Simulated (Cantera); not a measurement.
A Cantera script and what it prints.

```python
import numpy as np
import cantera as ct

gas_names = """
    CL CL2 H HCL H2 Si SiCL SiCL2 SiCL3 SiCL4 SiH SiHCL3 SiH2 SiH2CL2 SiH3 SiH3CL SiH4 Si2 Si3
""".split()
cond_names = """
    Si(cr) Si(L)
""".split()


# ... load() reads the species with a 1 bar reference pressure and builds the phases ...
atoms = {
    'SiCl4': {'Si': 1, 'CL': 4},
    'HCl': {'H': 1, 'CL': 1},
    'H2': {'H': 2},
}
top_T = {}  # K; cautious upper limits of use, not melting points


# ... equilibrate(T, P, feed) seeds the gas with the atoms and calls Mixture.equilibrate('TP', solver="vcs", rtol=1e-11, max_steps=5000) ...
results = []
feed = {'SiCl4': 1, 'HCl': 5.8, 'H2': 0.89}  # mol
T = 925  # K
P = 14000  # Pa
mix = equilibrate(T, P, feed)
results.append((T, P, feed, dict(zip(mix.species_names, mix.species_moles))))
print(gas.report(threshold=1e-06))
for i in range(1, mix.n_phases):
    print(f"{mix.phase(i).name:16s} {mix.phase_moles(i):12.5e} mol")
```

Output:

```
       temperature   925 K
          pressure   14000 Pa
           density   0.090694 kg/m^3
  mean mol. weight   49.822 kg/kmol
   phase of matter   gas

                          1 kg             1 kmol
                     ---------------   ---------------
          enthalpy       -2.6356e+06       -1.3131e+08  J
   internal energy         -2.79e+06         -1.39e+08  J
           entropy            5326.9         2.654e+05  J/K
    Gibbs function        -7.563e+06       -3.7681e+08  J
 heat capacity c_p            817.62             40736  J/K
 heat capacity c_v            650.74             32422  J/K

                      mass frac. Y      mole frac. X     chem. pot. / RT
                     ---------------   ---------------   ---------------
               HCL           0.55197            0.7543           -38.335
                H2           0.00468           0.11566           -21.438
             SiCL3        9.4049e-06        3.4855e-06           -107.73
             SiCL4           0.44315           0.12996           -135.34
            SiHCL3        0.00019683        7.2405e-05           -118.44
     [  +14 minor]        1.6499e-08        9.4191e-09

Si(cr)            0.00000e+00 mol
```

Method: chemical equilibrium by Gibbs-energy minimisation in Cantera with the NASA 1993 tables (ideal gas, pure condensed phases).
